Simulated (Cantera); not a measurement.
Thermodynamics of carbothermic reduction, feed TiO2 + C + CO

Input: 1 mol TiO2, 0.42 mol C, 0.36 mol CO, equilibrated at 75.0 Torr.

Equilibrium computed with Cantera from the NASA thermochemical tables; the gas is ideal and each condensed phase is pure. Candidate condensed phases: C, Ti, TiC, TiO, TiO2, Ti2O3, Ti3O5, Ti4O7; 15 gas species. Mutual solubility and eutectic melting of coexisting phases are not modelled. TiC: taken at fixed stoichiometry. Condensed phases not in the tables: Magnéli phases beyond Ti4O7. Equilibrium is a limit: real reactors are often held back by kinetics, nucleation or transport.

```
T (°C)  log p CO  log p CO2  log p TiO  n C(graphite)  n TiO2(rutile)  n Ti4O7(s)  n Ti3O5(s)  n TiC(s)  n Ti2O3(s)
------  --------  ---------  ---------  -------------  --------------  ----------  ----------  --------  ----------
675        -1.06      -1.88       <-13          0.462            1.00           0           0         0           0
750        -1.01      -2.48       <-13          0.432            1.00           0           0         0           0
825        -1.00      -3.05       <-13          0.423            1.00           0           0         0           0
900        -1.00      -3.56       <-13          0.421            1.00           0           0         0           0
975        -1.00      -4.01       <-13          0.171               0       0.250           0         0           0
1050       -1.00      -4.40       <-13         0.0869               0           0       0.333         0           0
1125       -1.00      -4.76       <-13         0.0868               0           0       0.333         0           0
1200       -1.00      -4.92     -12.25              0               0           0       0.322    0.0325           0
1275       -1.00      -4.79     -11.21              0               0           0       0.160         0       0.260
1350       -1.00      -4.65     -10.28              0               0           0       0.160         0       0.261
1425       -1.00      -4.52      -9.43              0               0           0       0.160         0       0.261
```
log p: log10 of the partial pressure in bar; n: condensed amount in mol.

From 675 °C to 900 °C the condensed part is C(graphite) + TiO2(rutile). At 975 °C the condensed part is C(graphite) + Ti4O7(s). From 1050 °C to 1125 °C the condensed part is C(graphite) + Ti3O5(s). At 1200 °C the condensed part is TiC(s) + Ti3O5(s). From 1275 °C to 1425 °C the condensed part is Ti2O3(s) + Ti3O5(s).
